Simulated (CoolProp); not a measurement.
Aqueous sodium chloride as a coolant, at 40 °C, 1 atm.

Computed with CoolProp (Melinder's fits for secondary coolants).

| mass % | freezing point (°C) | conductivity (W/(m K)) | viscosity (mPa s) | cp (kJ/(kg K)) | density (kg/m³) |
|---|---|---|---|---|---|
| 5.7 | -3.5 | 0.624 | 0.735 | 3.918 | 1032 |
| 7.6 | -4.8 | 0.623 | 0.764 | 3.840 | 1045 |
| 9.6 | -6.2 | 0.621 | 0.797 | 3.761 | 1059 |
| 11.6 | -7.8 | 0.619 | 0.833 | 3.687 | 1074 |
| 13.6 | -9.6 | 0.617 | 0.873 | 3.616 | 1089 |
| 15.5 | -11.4 | 0.615 | 0.916 | 3.554 | 1103 |
| 17.5 | -13.5 | 0.612 | 0.968 | 3.493 | 1118 |
| 19.5 | -15.8 | 0.610 | 1.03 | 3.437 | 1134 |
| 21.4 | -18.3 | 0.607 | 1.10 | 3.389 | 1149 |
